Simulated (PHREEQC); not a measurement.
Solution (27 °C): 0.015 mol/kgw Fe2(SO4)3 and 0.0076 mol/kgw CO2. It is in equilibrium with CO2 at log p = -1 (atm). Otherwise closed; pH follows from the charge balance.

Model: ion-association model, phreeqc.dat, run in PHREEQC.

This is a speciation only: nothing precipitates in the calculation.

Question: Predict the pH, ionic strength.

Answer: pH 2.72; ionic strength 0.0599 mol/kgw.

Question: In which forms is Fe present?

Answer: FeSO4+ 73 %, Fe(SO4)2- 11 %, FeOH+2 6.8 %, Fe2(OH)2+4 3.8 %, Fe+3 3.5 %, Fe3(OH)4+5 1.1 % of the Fe.

Examples of supersaturated solids here: Hematite (slow to form), Goethite (slow to form). Others may be too. Species that the database lacks are ignored.
